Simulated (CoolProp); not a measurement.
A Linde-Hampson liquefier for ethylene: isothermal reversible compression at 320 K from 1 atm to 5 MPa, throttling to 1 atm, return gas leaving the recuperator 5 K below the feed. Each further row changes one setting.

The numbers come from the reference Helmholtz-energy equation of state, Smukala 2000 in CoolProp.

| case | liquid yield per pass | compression work (kJ/kg of gas) |
|---|---|---|
| as stated | ___ | 347 |
| high pressure 10 MPa | ___ | ___ |
| warm-end temperature 350 K | ___ | ___ |
| warm-end gap 10 K | ___ | 347 |

Question: What belongs in the gaps?

Answer: 
- as stated, liquid yield per pass: 0.110
- high pressure 10 MPa, liquid yield per pass: 0.312
- high pressure 10 MPa, compression work (kJ/kg of gas): 386
- warm-end temperature 350 K, liquid yield per pass: 0.076
- warm-end temperature 350 K, compression work (kJ/kg of gas): 387
- warm-end gap 10 K, liquid yield per pass: 0.100
